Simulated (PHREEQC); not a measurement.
## Alkaline etch or developer

Solution (25 °C): 0.027 mol/kgw NaOH and 9.7e-05 mol/kgw NaAlO2. Closed to the air; pH follows from the charge balance.

All values are PHREEQC results (ion-association model, phreeqc.dat), not measurements.

```json
{
 "pH": "12.36",
 "ionic_strength": "0.0271 mol/kgw",
 "specific_conductance": "6010 µS/cm",
 "total_alkalinity": "27.4 meq/kg"
}
```

```json
[
 {"species": "Na+", "molality": "0.0271", "activity": "0.0232", "log γ": "-0.067"},
 {"species": "OH-", "molality": "0.0270", "activity": "0.0230", "log γ": "-0.071"},
 {"species": "Al(OH)4-", "molality": "9.70e-5", "activity": "8.30e-5", "log γ": "-0.068"}
]
```

Precipitation was switched off in this run. Species that the database lacks are ignored.
